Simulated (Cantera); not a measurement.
Feed: 1 mol CF₄, 0.8 mol H₂, held at 0.720 bar.

Cantera equilibrium calculation (NASA polynomials, part measured and part estimated; ideal gas, pure solids and liquids). Candidate condensed phases: C, C₆H₆, C₇H₈, C₈H₁₈; 95 gas species. The tables' values for C₂F₄ are old estimates; treat these amounts as uncertain. Gases not in the tables: C₂F₆ and larger saturated fluorocarbons. Rates play no part.

x: gas mole fraction; n: condensed amount in mol.

| T (K) | x HF | x CF₂ | x F | x CF₄ | x CF | x CF₃ | x C₃ | n C(graphite) |
|---|---|---|---|---|---|---|---|---|
| 2698 | 0.581 | 0.233 | 0.102 | 0.0649 | 0.00581 | 0.0131 | 1.19e-5 | 0.128 |
| 2748 | 0.565 | 0.247 | 0.121 | 0.0470 | 0.00788 | 0.0123 | 2.28e-5 | 0.110 |
| 2798 | 0.550 | 0.254 | 0.142 | 0.0327 | 0.0104 | 0.0112 | 4.28e-5 | 0.102 |
| 2848 | 0.536 | 0.255 | 0.163 | 0.0220 | 0.0135 | 0.00979 | 7.83e-5 | 0.102 |
| 2898 | 0.524 | 0.251 | (withheld) | (withheld) | (withheld) | (withheld) | (withheld) | (withheld) |
| 2948 | 0.513 | 0.242 | (withheld) | (withheld) | (withheld) | (withheld) | (withheld) | (withheld) |
| 2998 | 0.503 | 0.230 | 0.229 | 0.00577 | 0.0263 | 0.00572 | 0.000424 | 0.143 |
| 3048 | 0.493 | 0.215 | 0.250 | 0.00357 | 0.0319 | 0.00461 | 0.000717 | 0.163 |

Question: Some entries are withheld; supply them.

Answer: 
- 2948, x F: 0.207
- 2948, x CF₄: 0.00919
- 2948, x CF: 0.0214
- 2948, x CF₃: 0.00698
- 2948, x C₃: 0.000246
- 2948, n C(graphite): 0.125
- 2898, x F: 0.185
- 2898, x CF₄: 0.0144
- 2898, x CF: 0.0172
- 2898, x CF₃: 0.00836
- 2898, x C₃: 0.000140
- 2898, n C(graphite): 0.111
